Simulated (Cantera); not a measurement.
# Hydrocarbon pyrolysis for carbon deposition

An isothermal, constant-pressure homogeneous reactor starts with 12.8 % CH4, 87.2 % H2, at 1850 K and 0.210 Torr.

Computed with Cantera and GRI-Mech 3.0 (53 species, 325 reactions). GRI-Mech 3.0 stops at C3 and has no aromatics, soot or wall deposition, so with more carbon than oxygen in the feed, carbon stays in small species such as C2H2 where larger ones or solid carbon would form. Radical loss at walls, strong at low pressure, is not modelled.

| t (s) | x CH4 | x H2 | x C2H4 | x CH2 | x C2H2 | x C2H6 | x C2H |
|---|---|---|---|---|---|---|---|
| 2.00e-5 | 0.128 | 0.872 | <1e-12 | <1e-12 | <1e-12 | <1e-12 | <1e-12 |
| 6.55e-5 | 0.128 | 0.872 | <1e-12 | <1e-12 | <1e-12 | <1e-12 | <1e-12 |
| 0.000215 | 0.128 | 0.872 | <1e-12 | <1e-12 | <1e-12 | <1e-12 | <1e-12 |
| 0.000703 | 0.128 | 0.872 | 2.13e-12 | 4.66e-12 | <1e-12 | <1e-12 | <1e-12 |
| 0.00230 | 0.128 | 0.872 | 2.00e-10 | 9.69e-11 | <1e-12 | 3.33e-11 | <1e-12 |
| 0.00754 | 0.128 | 0.872 | 1.26e-8 | 1.73e-9 | 8.65e-11 | 1.64e-9 | <1e-12 |
| 0.0247 | 0.128 | 0.872 | 5.32e-7 | 2.30e-8 | 1.38e-8 | 3.85e-8 | <1e-12 |
| 0.0809 | 0.127 | 0.872 | 1.81e-5 | 2.49e-7 | 2.01e-6 | 5.19e-7 | 6.73e-12 |
| 0.265 | 0.124 | 0.872 | 0.000407 | 2.26e-6 | 0.000282 | 4.87e-6 | 3.21e-9 |
| 0.869 | 0.0919 | 0.887 | 0.00124 | 9.35e-6 | 0.0123 | 1.28e-5 | 3.84e-7 |
| 2.85 | 0.0346 | 0.919 | 0.000235 | 7.24e-6 | 0.0400 | 2.53e-6 | 1.59e-6 |
| 9.32 | 0.00749 | 0.934 | 1.86e-5 | 3.99e-6 | 0.0530 | 1.73e-7 | 2.94e-6 |
| 30.5 | 0.000793 | 0.934 | 1.34e-6 | 1.54e-6 | 0.0561 | 3.22e-9 | 5.58e-6 |
| 100 | 4.34e-5 | 0.927 | 4.57e-7 | 3.41e-7 | 0.0563 | 1.46e-11 | 1.11e-5 |
x: mole fraction; the columns are a selection and need not sum to one.

Equilibrium at this temperature and pressure: CH4 2.32e-6, H2 0.913, C2H4 2.37e-7, CH2 6.28e-8, C2H2 0.0559, C2H6 <1e-12, C2H 2.04e-5 (gas phase only).
